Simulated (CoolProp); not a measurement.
Vapour-liquid equilibrium of toluene (1) + n-nonane (2) at 1.46 MPa; x and y are mole fractions of (1).

Values from CoolProp's multi-fluid Helmholtz-energy mixture model, Lemmon 2006 and Lemmon 2006; pair parameters Bell 2016.

Task: Give the bubble temperature and the first vapour's composition at x = 0.125, 0.35, 0.575. Is there an azeotrope?

Result: x = 0.125: 554.5 K, y = 0.180; x = 0.35: 540.9 K, y = 0.461; x = 0.575: 529.6 K, y = 0.682. No azeotrope shows between x = 0.05 and 0.95.

Pair parameters are fitted to limited data, so mixtures are less certain than the pure fluids.
